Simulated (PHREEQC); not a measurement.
## Brine (model solution)

Make-up at 20 °C: 0.85 mol NaOH and 0.0023 mol Na2B4O7 per kg of water. Closed to the air; pH follows from the charge balance.

Model: Pitzer model, pitzer.dat, run in PHREEQC.

Each row changes one thing in this solution. No solid was allowed to form.

| case | pH | B(OH)3 (mol/kgw) |
|---|---|---|
| as made | 13.94 | 1.13e-7 |
| temperature from 20 to 10 °C | … | … |
| temperature from 20 to 80 °C | … | 3.97e-6 |
| NaOH from 0.85 to 0.17 mol/kgw | 13.26 | 6.32e-7 |
| temperature from 20 to 30 °C | 13.60 | 2.39e-7 |
| diluted 10-fold with water | 12.99 | 1.26e-7 |
| NaOH from 0.85 to 0.765 mol/kgw | … | 1.27e-7 |

Q: Complete the blanks.

A: 
- temperature from 20 to 10 °C, pH: 14.30
- temperature from 20 to 10 °C, B(OH)3 (mol/kgw): 4.91e-8
- temperature from 20 to 80 °C, pH: 12.35
- NaOH from 0.85 to 0.765 mol/kgw, pH: 13.89

Complexes and solids missing from the database can't appear. Away from 25 °C the constants follow the database's enthalpies or fits; those with neither stay at their 25 °C values.
